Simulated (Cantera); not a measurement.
# Silicon oxide and oxynitride deposition: SiH₂Cl₂ + H₂O + N₂

Charge: 1 mol SiH₂Cl₂, 0.16 mol H₂O, 71 mol N₂, at 0.133 bar.

These are equilibrium values from Cantera (NASA tables, ideal gas, pure condensed phases), not measurements of a reactor. Candidate condensed phases: H₂O, NH₄Cl, Si, SiO₂, Si₂N₂O, Si₃N₄; 47 gas species. N₂ is the only nitrogen source here; it is nearly inert below about 1500 K, so the nitride shown seldom forms there in practice. Mutual solubility and eutectic melting of coexisting phases are not modelled. The tables' values for SiCl₃ are old estimates; treat these amounts as uncertain. Kinetics and transport are ignored.

```json
[
 {"T (K)": "825", "log p N₂": "-0.89", "log p HCl": "-2.57", "log p H₂": "-3.11", "log p SiCl₂": "-11.35", "log p SiCl₄": "-3.61", "log p SiCl₃": "-8.45", "log p SiO": "<-12", "log p Cl": "-12.11", "n Si₂N₂O(s)": "0.160", "n Si₃N₄(s)": "0.182"},
 {"T (K)": "900", "log p N₂": "-0.89", "log p HCl": "-2.55", "log p H₂": "-3.14", "log p SiCl₂": "-9.88", "log p SiCl₄": "-3.66", "log p SiCl₃": "-7.61", "log p SiO": "<-12", "log p Cl": "-10.93", "n Si₂N₂O(s)": "0.160", "n Si₃N₄(s)": "0.187"},
 {"T (K)": "975", "log p N₂": "-0.89", "log p HCl": "-2.54", "log p H₂": "-3.16", "log p SiCl₂": "-8.64", "log p SiCl₄": "-3.71", "log p SiCl₃": "-6.90", "log p SiO": "<-12", "log p Cl": "-9.92", "n Si₂N₂O(s)": "0.160", "n Si₃N₄(s)": "0.191"},
 {"T (K)": "1050", "log p N₂": "-0.89", "log p HCl": "-2.53", "log p H₂": "-3.19", "log p SiCl₂": "-7.58", "log p SiCl₄": "-3.75", "log p SiCl₃": "-6.29", "log p SiO": "<-12", "log p Cl": "-9.07", "n Si₂N₂O(s)": "0.160", "n Si₃N₄(s)": "0.194"},
 {"T (K)": "1125", "log p N₂": "-0.89", "log p HCl": "-2.52", "log p H₂": "-3.21", "log p SiCl₂": "-6.67", "log p SiCl₄": "-3.79", "log p SiCl₃": "-5.77", "log p SiO": "<-12", "log p Cl": "-8.32", "n Si₂N₂O(s)": "0.160", "n Si₃N₄(s)": "0.197"},
 {"T (K)": "1200", "log p N₂": "-0.89", "log p HCl": "-2.51", "log p H₂": "-3.22", "log p SiCl₂": "-5.87", "log p SiCl₄": "-3.83", "log p SiCl₃": "-5.32", "log p SiO": "-12.26", "log p Cl": "-7.67", "n Si₂N₂O(s)": "0.160", "n Si₃N₄(s)": "0.198"},
 {"T (K)": "1275", "log p N₂": "-0.89", "log p HCl": "-2.51", "log p H₂": "-3.23", "log p SiCl₂": "-5.18", "log p SiCl₄": "-3.87", "log p SiCl₃": "-4.93", "log p SiO": "-10.77", "log p Cl": "-7.10", "n Si₂N₂O(s)": "0.160", "n Si₃N₄(s)": "0.199"},
 {"T (K)": "1350", "log p N₂": "-0.89", "log p HCl": "-2.51", "log p H₂": "-3.23", "log p SiCl₂": "-4.58", "log p SiCl₄": "-3.94", "log p SiCl₃": "-4.61", "log p SiO": "-9.45", "log p Cl": "-6.60", "n Si₂N₂O(s)": "0.160", "n Si₃N₄(s)": "0.197"},
 {"T (K)": "1425", "log p N₂": "-0.89", "log p HCl": "-2.52", "log p H₂": "-3.21", "log p SiCl₂": "-4.08", "log p SiCl₄": "-4.07", "log p SiCl₃": "-4.37", "log p SiO": "-8.27", "log p Cl": "-6.16", "n Si₂N₂O(s)": "0.160", "n Si₃N₄(s)": "0.188"},
 {"T (K)": "1500", "log p N₂": "-0.89", "log p HCl": "-2.54", "log p H₂": "-3.17", "log p SiCl₂": "-3.69", "log p SiCl₄": "-4.31", "log p SiCl₃": "-4.25", "log p SiO": "-7.21", "log p Cl": "-5.80", "n Si₂N₂O(s)": "0.160", "n Si₃N₄(s)": "0.171"},
 {"T (K)": "1575", "log p N₂": "-0.89", "log p HCl": "-2.58", "log p H₂": "-3.09", "log p SiCl₂": "-3.42", "log p SiCl₄": "-4.67", "log p SiCl₃": "-4.25", "log p SiO": "-6.25", "log p Cl": "-5.51", "n Si₂N₂O(s)": "0.160", "n Si₃N₄(s)": "0.143"},
 {"T (K)": "1650", "log p N₂": "-0.89", "log p HCl": "-2.64", "log p H₂": "-3.01", "log p SiCl₂": "-3.23", "log p SiCl₄": "-5.11", "log p SiCl₃": "-4.34", "log p SiO": "-5.38", "log p Cl": "-5.28", "n Si₂N₂O(s)": "0.158", "n Si₃N₄(s)": "0.110"},
 {"T (K)": "1725", "log p N₂": "-0.89", "log p HCl": "-2.71", "log p H₂": "-2.94", "log p SiCl₂": "-3.10", "log p SiCl₄": "-5.60", "log p SiCl₃": "-4.49", "log p SiO": "-4.60", "log p Cl": "-5.08", "n Si₂N₂O(s)": "0.146", "n Si₃N₄(s)": "0.0787"}
]
```
log p: log10 of the partial pressure in bar; n: condensed amount in mol.

From 825 K to 1725 K the condensed part is Si₂N₂O(s) + Si₃N₄(s). The main Si-bearing gas is SiCl₄ at 825 K and SiCl₂ at 1725 K. The share of Si in condensed phases is highest at 1275 K (91.7 %) and lowest at 1725 K (52.8 %).
